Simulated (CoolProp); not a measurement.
Propane along the isobar 15.9 MPa: Z from the reference equation and from simpler models built on Tc = 369.9 K, pc = 4.251 MPa, ω = 0.152; each cubic takes its own stable root.

The numbers come from the reference Helmholtz-energy equation of state, Lemmon 2009 in CoolProp.

| T (K) | phase | reference | van der Waals | Soave-Redlich-Kwong | Peng-Robinson |
|---|---|---|---|---|---|
| 291.9 | liquid | 0.5420 | 0.7901 | 0.5668 | 0.5042 |
| 301.6 | liquid | 0.5355 | 0.7756 | 0.5609 | 0.4991 |
| 311.3 | liquid | 0.5302 | 0.7625 | 0.5565 | 0.4955 |
| 321.1 | liquid | 0.5260 | 0.7506 | 0.5534 | 0.4931 |
| 330.8 | liquid | 0.5230 | 0.7401 | 0.5519 | 0.4922 |
| 340.5 | liquid | 0.5212 | 0.7307 | 0.5518 | 0.4927 |
| 350.2 | liquid | 0.5206 | 0.7225 | 0.5532 | 0.4947 |
| 359.9 | liquid | 0.5213 | 0.7155 | 0.5562 | 0.4983 |
| 369.7 | liquid | 0.5235 | 0.7094 | 0.5609 | 0.5037 |
| 379.4 | supercritical | 0.5271 | 0.7044 | 0.5673 | 0.5107 |
| 389.1 | supercritical | 0.5324 | 0.7004 | 0.5756 | 0.5197 |
